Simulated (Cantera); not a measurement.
## Equilibrium for aluminium nitride and oxide growth: AlBr3 + N2

Charge: 1 mol AlBr3, 0.79 mol N2, equilibrated at 45.0 Pa.

These are equilibrium values from Cantera (NASA tables, ideal gas, pure condensed phases), not measurements of a reactor. Candidate condensed phases: Al, AlBr3, AlN, Br2; 10 gas species. Kinetics and transport are ignored.

| T (°C) | log p AlBr3 | log p Br | log p N2 | log p AlBr | log p Br2 | log p Al | log p Al2Br6 | n AlN(s) |
|---|---|---|---|---|---|---|---|---|
| 652 | -3.60 | -8.08 | -3.70 | -11.62 | -10.84 | <-15 | -8.15 | 0 |
| 727 | -3.60 | -7.46 | -3.70 | -10.10 | -10.45 | <-15 | -8.60 | 0 |
| 802 | -3.60 | -6.94 | -3.70 | -8.79 | -10.10 | <-15 | -8.98 | 0.000150 |
| 877 | -3.60 | -6.47 | -3.70 | -7.66 | -9.80 | -15.13 | -9.30 | 0.000387 |
| 952 | -3.60 | -6.07 | -3.70 | -6.67 | -9.54 | -13.35 | -9.59 | 0.000563 |
| 1027 | -3.60 | -5.64 | -3.70 | -5.94 | -9.16 | -11.99 | -9.84 | 0 |
| 1102 | -3.61 | -5.17 | -3.71 | -5.47 | -8.65 | -11.05 | -10.07 | 0 |
| 1177 | -3.63 | -4.75 | -3.72 | -5.05 | -8.21 | -10.20 | -10.31 | 0 |
| 1252 | -3.68 | -4.38 | -3.74 | -4.68 | -7.83 | -9.44 | -10.58 | 0 |
| 1327 | -3.79 | -4.07 | -3.79 | -4.37 | -7.53 | -8.75 | -10.95 | 0 |
| 1402 | -4.02 | -3.83 | -3.87 | -4.13 | -7.34 | -8.12 | -11.54 | 0 |
| 1477 | -4.46 | -3.69 | -3.97 | -3.99 | -7.32 | -7.54 | -12.54 | 0 |
log p: log10 of the partial pressure in bar; n: condensed amount in mol.

From 652 °C to 727 °C nothing is condensed. From 802 °C to 952 °C the condensed part is AlN(s). From 1027 °C to 1477 °C nothing is condensed. The main Al-bearing gas is AlBr3 at 652 °C and AlBr at 1477 °C.
